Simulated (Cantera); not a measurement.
A closed system holds: 1 mol Si, a varied amount of Cl2, 4.2 mol H2, at 1125 K and 16.0 bar.

Method: chemical equilibrium by Gibbs-energy minimisation in Cantera with the NASA 1993 tables (ideal gas, pure condensed phases). Candidate condensed phases: Si; 19 gas species. The tables' values for SiCl3 are old estimates; treat these amounts as uncertain. The numbers say what is thermodynamically allowed, not how fast it happens.

log p: log10 of the partial pressure in bar; n: condensed amount in mol.

```csv
n(Cl2) (mol),log p H2,log p SiCl4,log p SiHCl3,log p HCl,log p SiH2Cl2,log p SiCl3,n Si(s)
0.5,1.17,-0.43,-0.24,-0.78,-0.96,-1.97,0.704
0.58,1.16,(withheld),-0.19,-0.77,-0.93,-1.91,0.658
0.66,1.16,-0.29,-0.14,-0.75,-0.90,-1.86,0.611
0.77,1.15,-0.21,-0.08,-0.74,-0.87,-1.80,0.547
0.88,1.15,-0.15,-0.04,-0.72,-0.84,-1.75,0.484
1,1.14,-0.08,0.01,-0.71,-0.82,-1.70,0.415
1.2,1.13,(withheld),0.07,-0.69,-0.78,-1.64,(withheld)
1.4,1.12,0.08,0.12,-0.68,-0.76,-1.58,0.187
1.6,1.11,0.14,0.16,-0.67,-0.74,-1.54,0.0743
1.8,1.10,0.24,0.11,-0.53,-0.93,-1.58,0
2.1,1.07,0.40,-0.33,0.04,-1.97,-2.00,0
```

### Question
What belongs in the gaps?

### Answer

- 0.58, log p SiCl4: -0.36
- 1.2, log p SiCl4: 0.00
- 1.2, n Si(s): 0.301
